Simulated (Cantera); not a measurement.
## Premixed flame

A freely propagating, adiabatic, planar premixed flame of 7.80 % CH4, 17.7 % O2, 74.5 % N2, equivalence ratio 0.88, unburnt at 650 K and 0.898 atm; mixture-averaged transport, grid criteria slope 0.08 and curve 0.16, no radiation.

Detailed kinetics in Cantera: GRI-Mech 3.0 (53 species, 325 reactions). Burning velocities carry a grid error of a few per cent, more on coarse grids.

```json
[
 {"z (mm)": "-1.21", "T (K)": "650", "u (m/s)": "1.24", "x CH4": "0.0779", "x O2": "0.177", "x H2": "0.000724", "x CH2O": "1.59e-7", "x CH2": "<1e-8", "x NO2": "<1e-8"},
 {"z (mm)": "-0.805", "T (K)": "652", "u (m/s)": "1.25", "x CH4": "0.0777", "x O2": "0.177", "x H2": "0.00203", "x CH2O": "2.32e-6", "x CH2": "<1e-8", "x NO2": "<1e-8"},
 {"z (mm)": "-0.604", "T (K)": "658", "u (m/s)": "1.26", "x CH4": "0.0771", "x O2": "0.176", "x H2": "0.00362", "x CH2O": "1.29e-5", "x CH2": "<1e-8", "x NO2": "<1e-8"},
 {"z (mm)": "-0.402", "T (K)": "699", "u (m/s)": "1.35", "x CH4": "0.0741", "x O2": "0.173", "x H2": "0.00677", "x CH2O": "0.000104", "x CH2": "<1e-8", "x NO2": "1.94e-8"},
 {"z (mm)": "-0.201", "T (K)": "995", "u (m/s)": "1.94", "x CH4": "0.0548", "x O2": "0.148", "x H2": "0.0124", "x CH2O": "0.000678", "x CH2": "2.64e-7", "x NO2": "2.69e-8"},
 {"z (mm)": "-0.101", "T (K)": "1350", "u (m/s)": "2.65", "x CH4": "0.0308", "x O2": "0.114", "x H2": "0.0154", "x CH2O": "0.000979", "x CH2": "8.05e-6", "x NO2": "1.39e-8"},
 {"z (mm)": "0", "T (K)": "1699", "u (m/s)": "3.36", "x CH4": "0.00755", "x O2": "0.0719", "x H2": "0.0153", "x CH2O": "0.000640", "x CH2": "4.08e-5", "x NO2": "<1e-8"},
 {"z (mm)": "0.101", "T (K)": "1843", "u (m/s)": "3.64", "x CH4": "0.000577", "x O2": "0.0474", "x H2": "0.0114", "x CH2O": "9.88e-5", "x CH2": "9.76e-6", "x NO2": "<1e-8"},
 {"z (mm)": "0.201", "T (K)": "1886", "u (m/s)": "3.72", "x CH4": "2.30e-5", "x O2": "0.0389", "x H2": "0.00926", "x CH2O": "4.72e-6", "x CH2": "4.87e-7", "x NO2": "<1e-8"},
 {"z (mm)": "0.402", "T (K)": "1939", "u (m/s)": "3.80", "x CH4": "5.62e-8", "x O2": "0.0339", "x H2": "0.00861", "x CH2O": "1.28e-8", "x CH2": "<1e-8", "x NO2": "<1e-8"},
 {"z (mm)": "0.805", "T (K)": "2006", "u (m/s)": "3.91", "x CH4": "<1e-8", "x O2": "0.0309", "x H2": "0.00770", "x CH2O": "<1e-8", "x CH2": "<1e-8", "x NO2": "<1e-8"},
 {"z (mm)": "1.61", "T (K)": "2080", "u (m/s)": "4.04", "x CH4": "<1e-8", "x O2": "0.0283", "x H2": "0.00597", "x CH2O": "<1e-8", "x CH2": "<1e-8", "x NO2": "<1e-8"},
 {"z (mm)": "3.22", "T (K)": "2148", "u (m/s)": "4.15", "x CH4": "<1e-8", "x O2": "0.0259", "x H2": "0.00409", "x CH2O": "<1e-8", "x CH2": "<1e-8", "x NO2": "1.17e-8"}
]
```
x: mole fraction of selected species; z is measured from the peak of heat release.

| Property | Value |
|---|---|
| laminar burning velocity | 124 cm/s |
| thermal thickness | 0.402 mm |
| peak x(H2) | 0.0160 |
| peak x(CH2O) | 0.000981 |
| peak x(CH2) | 4.08e-5 |
| grid points | 142 |
